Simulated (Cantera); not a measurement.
Input: 1 mol CH3Cl, 0.041 mol Si, 2.5 mol H2, held at 3173.15 K and 0.000250 bar.

These are equilibrium values from Cantera (NASA tables, ideal gas, pure condensed phases), not measurements of a reactor. Equilibrium is a limit: real reactors are often held back by kinetics, nucleation or transport.

```csv
species,before,after
H2,0.00237,0.802
HCl,0.000441,0.188
SiCl4,<1e-9,0.00919
H,0.804,<1e-9
Cl,0.101,<1e-9
C,0.0789,<1e-9
C2,0.00504,<1e-9
Si,0.00411,<1e-9
C3,0.00394,<1e-9
CH4,<1e-9,0.000826
C2H,0.000118,<1e-9
SiC2,3.20e-5,<1e-9
"C(graphite), mol",0,0.996
```
Gas species are given as mole fractions.

### Question
Name the change that produced these shifts.
A) pressure from 0.000250 bar to 2.40e-5 bar
B) H2 from 2.5 to 1.3 mol
C) temperature from 3173.15 K to 3473.15 K
D) temperature from 3173.15 K to 725 K

### Answer
D, temperature from 3173.15 K to 725 K
